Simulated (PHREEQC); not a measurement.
Solution (25 °C and 500 atm): 0.0015 mol/kgw Cu(BF4)2 and 0.0075 mol/kgw H2SO4. Closed to the air; pH follows from the charge balance.

Equilibrium calculation in PHREEQC: ion-association model, phreeqc.dat.

```yaml
pH: 1.96
ionic_strength: 0.0210 mol/kgw
total_alkalinity: -24.0 meq/kg
```

| species | molality | activity | log γ |
|---|---|---|---|
| H+ | 0.0123 | 0.0109 | -0.051 |
| SO4-2 | 0.00510 | 0.00298 | -0.234 |
| HF | 0.00380 | 0.00382 | 0.002 |
| HSO4- | 0.00212 | 0.00185 | -0.060 |
| BF4- | 0.00178 | 0.00155 | -0.060 |
| Cu+2 | 0.00122 | 0.000726 | -0.225 |
| H3BO3 | 0.000958 | 0.000963 | 0.002 |
| F- | 0.000353 | 0.000306 | -0.062 |
| CuSO4 | 0.000278 | 0.000280 | 0.002 |

Precipitation was switched off in this run. Species that the database lacks are ignored. Under pressure, the constants of complexes without a molar volume in the database are unreliable. Real BF4- forms and hydrolyses slowly; the run takes it at equilibrium.
